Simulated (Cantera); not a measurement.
What does this Cantera script print?

```python
import numpy as np
import cantera as ct

gas_names = """
    C CN CO CO2 C2 CCN CNC C2N2 C2O C3 C3O2 C4 C4N2 C5 N NCO NO NO2 NO3 N2 N2O O O2 O3 Pb PbO Pb2
""".split()
cond_names = """
    C(gr) Pb(cr) Pb(L) PbO(rd) PbO(yw) PbO(L) PbO2(s) Pb3O4(s)
""".split()


# ... load() reads the species with a 1 bar reference pressure and builds the phases ...
atoms = {
    'Pb': {'Pb': 1},
    'CO': {'C': 1, 'O': 1},
    'N2': {'N': 2},
}
top_T = {'C(gr)': 4500, 'Pb3O4(s)': 820}  # K; cautious upper limits of use, not melting points


# ... equilibrate(T, P, feed) seeds the gas with the atoms and calls Mixture.equilibrate('TP', solver="vcs", rtol=1e-11, max_steps=5000) ...
results = []
feed = {'Pb': 1, 'CO': 0.2, 'N2': 15}  # mol
P = 1000  # Pa
for T in [1023, 1173, 1323, 1473, 1623, 1773, 1923]:
    mix = equilibrate(T, P, feed)
    results.append((T, P, feed, dict(zip(mix.species_names, mix.species_moles))))

top = {s: max(r[3][s] / sum(r[3][g] for g in gas_names) for r in results) for s in gas_names}
cols = sorted((s for s in top if top[s] > 0.001), key=lambda s: -top[s])[:5]
seen = [c for c in cond_names if any(r[3].get(c, 0) > 1e-12 for r in results)]
print("log10 of partial pressures in bar; condensed amounts in mol")
print(f"{'T/K':>10s}" + "".join(f"{s[:9]:>10s}" for s in cols + seen))
for T, P, feed, n in results:
    ng = sum(n[g] for g in gas_names)
    print(f"{T:10.4g}" + "".join(f"{np.log10(max(n[s] / ng * P / 1e5, 1e-99)):10.3f}" for s in cols)
          + "".join(f"{n.get(c, 0):10.4g}" for c in seen))
```

It prints:

```
log10 of partial pressures in bar; condensed amounts in mol
       T/K        N2        Pb        CO     C(gr)     Pb(L)
      1023    -2.007    -4.574    -3.882 9.387e-06    0.9594
      1173    -2.024    -3.375    -3.900 7.031e-07    0.3307
      1323    -2.033    -3.210    -3.908 9.388e-08         0
      1473    -2.033    -3.210    -3.908         0         0
      1623    -2.033    -3.210    -3.908         0         0
      1773    -2.033    -3.210    -3.908         0         0
      1923    -2.033    -3.210    -3.908         0         0
```

Equilibrium computed with Cantera from the NASA thermochemical tables; the gas is ideal and each condensed phase is pure.
